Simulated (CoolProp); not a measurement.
Computed with CoolProp (reference Helmholtz-energy equation of state, Lemmon 2003). It is a pseudo-pure fit of the blend.

### Question
For R407C, give the phase and the Z, cv (kJ/(kg K)), Joule-Thomson coefficient (K/MPa), isothermal compressibility (1/MPa) at 260.9 K and 94 bar; 380.4 K and 94 bar; 500 K and 94 bar.

### Answer
- 260.9 K and 94 bar: liquid; Z 0.285, cv 0.864, Joule-Thomson coefficient -0.224, isothermal compressibility 0.00229
- 380.4 K and 94 bar: supercritical; Z 0.338, cv 1.02, Joule-Thomson coefficient 2.05, isothermal compressibility 0.0579
- 500 K and 94 bar: supercritical; Z 0.811, cv 1.09, Joule-Thomson coefficient 3.43, isothermal compressibility 0.124
